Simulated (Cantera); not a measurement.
An isothermal, constant-pressure homogeneous reactor starts with 14.5 % H2, 85.5 % O2, at 975 K and 0.975 Torr.

Model: the H2/O2 subset of GRI-Mech 3.0, which has no nitrogen chemistry, integrated in Cantera. Radical loss at walls, strong at low pressure, is not modelled. The temperature is held fixed by assumption; the heat of reaction is taken as removed at once.

x: mole fraction; the columns are a selection and need not sum to one.

```csv
t (s),x H2,x O2,x H2O,x O,x H
1.00e-5,0.145,0.855,<1e-12,<1e-12,<1e-12
3.14e-5,0.145,0.855,<1e-12,<1e-12,1.81e-12
9.85e-5,0.145,0.855,<1e-12,<1e-12,5.60e-12
0.000309,0.145,0.855,<1e-12,1.39e-12,1.70e-11
0.000970,0.145,0.855,7.94e-12,1.21e-11,5.23e-11
0.00305,0.145,0.855,1.55e-10,1.09e-10,2.22e-10
0.00956,0.145,0.855,6.75e-9,2.83e-9,4.47e-9
0.0300,0.145,0.855,…,…,…
0.0942,0.00475,0.779,0.112,0.0451,0.0557
0.296,0.00353,0.796,0.126,0.0351,0.0368
0.928,0.00160,0.825,0.147,0.0145,0.00993
2.91,0.000211,0.841,0.156,0.00185,0.000445
9.14,1.58e-5,0.843,0.157,0.000140,9.18e-6
28.7,1.73e-6,0.843,0.157,1.57e-5,3.46e-7
90.0,2.94e-7,0.843,0.157,2.72e-6,2.50e-8
```

Q: Fill in the missing entries.

A: 
- 0.0300, x H2O: 4.75e-5
- 0.0300, x O: 1.85e-5
- 0.0300, x H: 2.89e-5
